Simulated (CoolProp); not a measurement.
The numbers come from the reference Helmholtz-energy equation of state, Thol 2017 in CoolProp.

Q: For octamethyltrisiloxane (MDM), give the phase and the cp (kJ/(kg K)), fugacity coefficient at 234.8 K and 68 kPa.

A: 
- 234.8 K and 68 kPa: liquid; cp 1.67, fugacity coefficient 2.70e-5
